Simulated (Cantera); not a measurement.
What does this Cantera script print?

```python
import numpy as np
import cantera as ct

gas_names = """
    H HO2 H2 H2O H2O2 H2S H2SO4 Mg MgH MgO MgOH MgO2H2 MgS Mg2 O OH O2 O3 S SH SO SO2 SO3 S2 S2O S8
""".split()
cond_names = """
    H2O(s) H2O(L) H2SO4(L) Mg(cr) Mg(L) MgO(s) MgO(L) MgO2H2(s) MgS(s) MgSO4(s) MgSO4(L) S(cr1) S(cr2)
    S(L)
""".split()


# ... load() reads the species with a 1 bar reference pressure and builds the phases ...
atoms = {
    'MgSO4': {'Mg': 1, 'S': 1, 'O': 4},
    'H2': {'H': 2},
    'H2O': {'H': 2, 'O': 1},
}
top_T = {'MgS(s)': 2250}  # K; cautious upper limits of use, not melting points


# ... equilibrate(T, P, feed) seeds the gas with the atoms and calls Mixture.equilibrate('TP', solver="vcs", rtol=1e-11, max_steps=5000) ...
results = []
feed = {'MgSO4': 1, 'H2': 5.6, 'H2O': 1.5}  # mol
T = 1948  # K
for P in [10, 68, 460, 3200, 22000, 150000, 1000000]:
    mix = equilibrate(T, P, feed)
    results.append((T, P, feed, dict(zip(mix.species_names, mix.species_moles))))

top = {s: max(r[3][s] / sum(r[3][g] for g in gas_names) for r in results) for s in gas_names}
cols = sorted((s for s in top if top[s] > 0.001), key=lambda s: -top[s])[:5]
seen = [c for c in cond_names if any(r[3].get(c, 0) > 1e-12 for r in results)]
print("log10 of partial pressures in bar; condensed amounts in mol")
print(f"{'P/Pa':>10s}" + "".join(f"{s[:9]:>10s}" for s in cols + seen))
for T, P, feed, n in results:
    ng = sum(n[g] for g in gas_names)
    print(f"{P:10.4g}" + "".join(f"{np.log10(max(n[s] / ng * P / 1e5, 1e-99)):10.3f}" for s in cols)
          + "".join(f"{n.get(c, 0):10.4g}" for c in seen))
```

It prints:

```
log10 of partial pressures in bar; condensed amounts in mol
      P/Pa       H2O        H2       H2S       SO2         H    MgO(s)
        10    -4.418    -4.439    -8.249    -5.148    -5.166    0.3845
        68    -3.575    -3.515    -6.378    -4.363    -4.704    0.8996
       460    -2.700    -2.689    -4.906    -3.617    -4.292    0.9867
      3200    -1.809    -1.882    -3.566    -2.918    -3.888    0.9982
   2.2e+04    -0.931    -1.090    -2.317    -2.286    -3.492    0.9997
   1.5e+05    -0.067    -0.312    -1.143    -1.721    -3.103    0.9998
     1e+06     0.779     0.449    -0.071    -1.238    -2.722    0.9999
```

Method: chemical equilibrium by Gibbs-energy minimisation in Cantera with the NASA 1993 tables (ideal gas, pure condensed phases).
